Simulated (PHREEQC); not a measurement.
Synthetic water in mg/L, 20 °C, pH 7.06, pe 10: Na 175; K 60.1; Ca 233; Mg 22.4; Cl 458; S(6) as SO4 290; Alkalinity as HCO3 216; Sr 36.6.

Cl is adjusted to close the charge balance.
Valence states are taken as typed.

Model: ion-association model, wateq4f.dat, run in PHREEQC.

```
Property                 Value
--------------  --------------
ionic strength  0.0302 mol/kgw
```

```
species  molality  activity   log γ
-------  --------  --------  ------
Cl-        0.0139    0.0118  -0.073
Na+       0.00757   0.00645  -0.069
Ca+2      0.00510   0.00275  -0.269
HCO3-     0.00338   0.00290  -0.067
SO4-2     0.00221   0.00117  -0.275
K+        0.00153   0.00129  -0.073
Mg+2     0.000800  0.000438  -0.262
CaSO4    0.000609  0.000614   0.003
CO2      0.000604  0.000608   0.003
Sr+2     0.000367  0.000199  -0.267
```

This is a speciation only: nothing precipitates in the calculation.
